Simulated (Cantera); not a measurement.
Thermodynamics of silicon carbide growth, feed CH3SiCl3 + C2H4 + H2

Charge: 1 mol CH3SiCl3, 0.17 mol C2H4, 4.9 mol H2, equilibrated at 0.0133 bar.

Cantera equilibrium calculation (NASA polynomials, part measured and part estimated; ideal gas, pure solids and liquids). Candidate condensed phases: C, C6H6, C7H8, C8H18, Si, SiC; 109 gas species. The feed counts by its element totals alone. The tables' values for SiCl, SiCl3 are old estimates; treat these amounts as uncertain. Gases not in the tables: Si2H6 and higher silanes. The numbers say what is thermodynamically allowed, not how fast it happens.

From 1525 K to 2425 K the condensed part is C(graphite) + SiC(s). At 2575 K the condensed part is C(graphite). The main Si-bearing gas is SiCl2 at 1525 K and Si at 2575 K. The share of Si in condensed phases is highest at 1525 K (95.2 %) and lowest at 2575 K (0.0 %).

```csv
T (K),x H2,x HCl,x H,x Cl,x Si,x SiCl2,x SiC2,n C(graphite),n SiC(s)
1525,0.642,0.352,0.000164,7.21e-5,1.14e-8,0.00505,2.45e-11,0.388,0.952
1675,0.645,0.344,0.000808,0.000337,4.38e-7,0.00892,2.90e-9,0.417,0.923
1825,0.648,0.334,0.00307,0.00121,9.20e-6,0.0138,1.55e-7,0.455,0.883
1975,0.648,0.319,0.00954,0.00351,0.000121,0.0193,4.45e-6,0.498,0.835
2125,0.640,0.298,0.0252,0.00861,0.00110,0.0245,7.88e-5,0.546,0.775
2275,0.613,0.269,0.0576,0.0182,0.00748,0.0283,0.000946,0.633,0.645
2425,0.539,0.220,0.114,0.0330,0.0399,0.0280,0.00827,0.953,0.103
2575,0.441,0.197,0.199,0.0625,0.0542,0.0108,0.0173,0.801,0
```
x: gas mole fraction; n: condensed amount in mol.
